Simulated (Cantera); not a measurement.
What does this Cantera script print?

```python
import numpy as np
import cantera as ct

gas_names = """
    C CO CO2 C2 C2O C3 C3O2 C4 C5 O O2 O3 Pb PbO Pb2
""".split()
cond_names = """
    C(gr) Pb(cr) Pb(L) PbO(rd) PbO(yw) PbO(L) PbO2(s) Pb3O4(s)
""".split()


# ... load() reads the species with a 1 bar reference pressure and builds the phases ...
atoms = {
    'PbO': {'Pb': 1, 'O': 1},
    'CO': {'C': 1, 'O': 1},
}
top_T = {'C(gr)': 4500, 'Pb3O4(s)': 820}  # K; cautious upper limits of use, not melting points


# ... equilibrate(T, P, feed) seeds the gas with the atoms and calls Mixture.equilibrate('TP', solver="vcs", rtol=1e-11, max_steps=5000) ...
results = []
feed = {'PbO': 1, 'CO': 0.7}  # mol
P = 62000  # Pa
for T in [800, 1000, 1200, 1400, 1600, 1800, 2000]:
    mix = equilibrate(T, P, feed)
    results.append((T, P, feed, dict(zip(mix.species_names, mix.species_moles))))

top = {s: max(r[3][s] / sum(r[3][g] for g in gas_names) for r in results) for s in gas_names}
cols = sorted((s for s in top if top[s] > 0.0001), key=lambda s: -top[s])[:6]
seen = [c for c in cond_names if any(r[3].get(c, 0) > 1e-12 for r in results)]
print("log10 of partial pressures in bar; condensed amounts in mol")
print(f"{'T/K':>10s}" + "".join(f"{s[:9]:>10s}" for s in cols + seen))
for T, P, feed, n in results:
    ng = sum(n[g] for g in gas_names)
    print(f"{T:10.4g}" + "".join(f"{np.log10(max(n[s] / ng * P / 1e5, 1e-99)):10.3f}" for s in cols)
          + "".join(f"{n.get(c, 0):10.4g}" for c in seen))
```

Output:

```
log10 of partial pressures in bar; condensed amounts in mol
       T/K       CO2        Pb       PbO        CO        O2       Pb2     Pb(L)   PbO(yw)    PbO(L)
       800    -0.208    -7.212   -10.155    -5.033   -18.171   -14.353       0.7       0.3         0
      1000    -0.208    -4.791    -6.516    -4.197   -12.453   -10.292    0.6999    0.3001         0
      1200    -0.208    -3.192    -4.166    -3.587    -8.758    -7.620     0.699         0    0.3002
      1400    -0.216    -2.060    -2.650    -3.014    -6.421    -5.735    0.6889         0    0.2985
      1600    -0.277    -1.218    -1.539    -2.627    -4.702    -4.337    0.6169         0    0.2649
      1800    -0.600    -0.601    -0.945    -2.374    -3.826    -3.330         0         0         0
      2000    -0.612    -0.610    -0.928    -1.975    -3.031    -3.532         0         0         0
```

Cantera equilibrium calculation (NASA polynomials, part measured and part estimated; ideal gas, pure solids and liquids). Each liquid is taken as pure. Mutual solubility and eutectic melting of coexisting phases are not modelled. Gases not in the tables: (PbO)n polymers.
